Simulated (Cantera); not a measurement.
# Ignition delay

Mixture: 5.49 % CH4, 0.214 % C2H6, 13.6 % O2, 67.0 % N2, 13.7 % H2O, at 0.640 bar, adiabatic and at constant volume. Ignition delay is the time to a rise of 400 K.

Detailed kinetics in Cantera: GRI-Mech 3.0 (53 species, 325 reactions).

```
T0 (K)  delay (ms)
------  ----------
1150          66.6
1225          25.9
1300          10.1
1375          3.95
1450          1.61
1525         0.708
1600         0.346
```

- apparent activation energy between 1450 and 1600 K = 200 kJ/mol
